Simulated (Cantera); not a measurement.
Cantera run:

```python
import numpy as np
import cantera as ct

gas_names = """
    CL CLO CL2 Fe FeCL FeCL2 FeCL3 FeO Fe(OH)2 Fe2CL4 Fe2CL6 H HCL HOCL HO2 H2 H2O H2O2 O OH O2 O3
""".split()
cond_names = """
    Fe(a) Fe(c) Fe(d) Fe(L) FeCL2(s) FeCL2(L) FeCL3(s) FeCL3(L) FeO(s) FeO(L) Fe(OH)2(s) Fe(OH)3(s)
    Fe2O3(s) Fe3O4(s) H2O(s) H2O(L)
""".split()


def load(file, names, dense=False):
    # The tables refer to 1 bar. Condensed volumes are neglected.
    table = {s.name: s for s in ct.Species.list_from_file(file)}
    out = []
    for n in names:
        d = dict(table[n].input_data)
        d["thermo"] = dict(d["thermo"], **{"reference-pressure": 1e5})
        if dense:
            d["equation-of-state"] = {"model": "constant-volume", "density": "1e6 g/cm^3"}
        out.append(ct.Species.from_dict(d))
    return out


gas = ct.Solution(thermo="ideal-gas", species=load("nasa_gas.yaml", gas_names))
cond = {s.name: ct.Solution(thermo="fixed-stoichiometry", species=[s], name=s.name)
        for s in load("nasa_condensed.yaml", cond_names, dense=True)}
atoms = {
    'Fe3O4': {'Fe': 3, 'O': 4},
    'HCl': {'H': 1, 'CL': 1},
}
top_T = {'Fe2O3(s)': 1830, 'Fe3O4(s)': 1870}  # K; cautious upper limits of use, not melting points


def equilibrate(T, P, feed):
    n = {}
    for name, mol in feed.items():
        for a, k in atoms[name].items():
            n[a] = n.get(a, 0.0) + k * mol
    gas.TPX = T, P, n
    mass = sum(n.values()) * gas.mean_molecular_weight
    gas.equilibrate("TP")
    valid = [c for c in cond.values() if c.min_temp <= T <= top_T.get(c.name, c.max_temp)]
    mix = ct.Mixture([(gas, mass / gas.mean_molecular_weight)] + [(c, 0.0) for c in valid])
    mix.T, mix.P = T, P
    mix.equilibrate("TP", solver="vcs", rtol=1e-11, max_steps=5000)
    return mix


results = []
feed = {'Fe3O4': 1, 'HCl': 0.27}  # mol
P = 10000  # Pa
for T in [700, 800, 900, 1000, 1100, 1200, 1300, 1400, 1500, 1600, 1700]:
    mix = equilibrate(T, P, feed)
    results.append((T, P, feed, dict(zip(mix.species_names, mix.species_moles))))
    x = sorted(zip(gas.X, gas.species_names), reverse=True)
    print(f"T = {T:g} K  P = {P:g} Pa  gas = {mix.phase_moles(0):.4g} mol")
    print("   x: " + "  ".join(f"{s} {v:.3e}" for v, s in x if v > 0.0001))
    print("   condensed (mol): " + ("  ".join(f"{mix.phase(i).name} {mix.phase_moles(i):.4g}"
          for i in range(1, mix.n_phases) if mix.phase_moles(i) > 1e-12) or "none"))
```

Result:

```
T = 700 K  P = 10000 Pa  gas = 0.1818 mol
   x: HCL 5.148e-01  H2O 4.852e-01
   condensed (mol): FeCL2(s) 0.0882  Fe2O3(s) 0.08821  Fe3O4(s) 0.9118
T = 800 K  P = 10000 Pa  gas = 0.2384 mol
   x: HCL 8.642e-01  H2O 1.343e-01  FeCL2 9.395e-04  FeCL3 4.799e-04
   condensed (mol): FeCL2(s) 0.03157  Fe2O3(s) 0.03178  Fe3O4(s) 0.9682
T = 900 K  P = 10000 Pa  gas = 0.2679 mol
   x: HCL 9.344e-01  H2O 3.681e-02  FeCL2 1.512e-02  FeCL3 1.176e-02  Fe2CL4 1.771e-03  Fe2CL6 1.692e-04
   condensed (mol): Fe2O3(s) 0.003376  Fe3O4(s) 0.995
T = 1000 K  P = 10000 Pa  gas = 0.2679 mol
   x: HCL 9.049e-01  H2O 5.153e-02  FeCL2 2.851e-02  FeCL3 1.402e-02  Fe2CL4 9.258e-04
   condensed (mol): Fe2O3(s) 0.006217  Fe3O4(s) 0.9919
T = 1100 K  P = 10000 Pa  gas = 0.2679 mol
   x: HCL 8.703e-01  H2O 6.882e-02  FeCL2 4.542e-02  FeCL3 1.480e-02  Fe2CL4 4.944e-04  CL2 1.506e-04
   condensed (mol): Fe2O3(s) 0.0103  Fe3O4(s) 0.9877
T = 1200 K  P = 10000 Pa  gas = 0.268 mol
   x: HCL 8.321e-01  H2O 8.766e-02  FeCL2 6.450e-02  FeCL3 1.459e-02  CL2 5.416e-04  CL 3.478e-04  Fe2CL4 2.739e-04
   condensed (mol): Fe2O3(s) 0.0149  Fe3O4(s) 0.983
T = 1300 K  P = 10000 Pa  gas = 0.2684 mol
   x: HCL 7.916e-01  H2O 1.073e-01  FeCL2 8.400e-02  FeCL3 1.374e-02  CL2 1.549e-03  CL 1.544e-03  O2 1.654e-04  Fe2CL4 1.566e-04
   condensed (mol): Fe2O3(s) 0.01865  Fe3O4(s) 0.9788
T = 1400 K  P = 10000 Pa  gas = 0.27 mol
   x: HCL 7.464e-01  H2O 1.267e-01  FeCL2 1.016e-01  FeCL3 1.239e-02  CL 5.462e-03  CL2 3.692e-03  O2 3.655e-03
   condensed (mol): Fe2O3(s) 0.01466  Fe3O4(s) 0.98
T = 1500 K  P = 10000 Pa  gas = 0.2748 mol
   x: HCL 6.799e-01  H2O 1.513e-01  FeCL2 1.289e-01  O2 1.601e-02  CL 1.141e-02  FeCL3 8.503e-03  CL2 3.813e-03
   condensed (mol): Fe3O4(s) 0.9874
T = 1600 K  P = 10000 Pa  gas = 0.2777 mol
   x: HCL 6.050e-01  H2O 1.834e-01  FeCL2 1.661e-01  O2 2.210e-02  CL 1.617e-02  FeCL3 4.753e-03  CL2 2.166e-03  OH 2.427e-04
   condensed (mol): Fe3O4(s) 0.9842
T = 1700 K  P = 10000 Pa  gas = 0.2803 mol
   x: HCL 5.317e-01  H2O 2.155e-01  FeCL2 2.000e-01  O2 2.712e-02  CL 2.112e-02  FeCL3 2.628e-03  CL2 1.209e-03  OH 5.690e-04
   condensed (mol): Fe3O4(s) 0.9811
```

These are equilibrium values from Cantera (NASA tables, ideal gas, pure condensed phases), not measurements of a reactor. Mutual solubility and eutectic melting of coexisting phases are not modelled. Condensed phases not in the tables: FeOCl.
